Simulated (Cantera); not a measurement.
A closed system holds: 1 mol SiO₂, 1.2 mol NF₃, 0.46 mol H₂, equilibrated at 825 °C and 0.00133 bar.

Equilibrium computed with Cantera from the NASA thermochemical tables; the gas is ideal and each condensed phase is pure. Candidate condensed phases: H₂O, Si, SiO₂, Si₂N₂O, Si₃N₄; 58 gas species. Equilibrium is a limit: real reactors are often held back by kinetics, nucleation or transport.

Base state: HF 0.306, SiF₄ 0.239, O₂ 0.235, N₂ 0.211, H₂O 0.00836, NO 4.57e-5 (mole fractions); condensed: SiO₂(β-quartz).

**Question.** What changes in the equilibrium state with this change: temperature from 825 °C to 500 °C?

**Answer.** 
```
species               before    after
-------------------  -------  -------
SiF₄                   0.239    0.266
O₂                     0.235    0.240
HF                     0.306    0.227
H₂O                  0.00836   0.0514
N₂                     0.211    0.215
NO                   4.57e-5  6.95e-7
SiO₂(β-quartz), mol    0.318        0
SiO₂(α-quartz), mol        0    0.258
```
